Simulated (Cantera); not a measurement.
Input: 1 mol FeS₂, 47 mol H₂, 20 mol N₂, at 6600 Pa.

Equilibrium computed with Cantera from the NASA thermochemical tables; the gas is ideal and each condensed phase is pure. Candidate condensed phases: Fe, FeS, FeS₂, S; 16 gas species. FeS: taken at fixed stoichiometry. The numbers say what is thermodynamically allowed, not how fast it happens.

### Question
At 950 K, list the 4 most abundant gas species with their mole fractions, and the condensed phases.

### Answer
H₂ 0.687, N₂ 0.299, H₂S 0.0149, NH₃ 1.69e-5. Condensed: FeS(s).
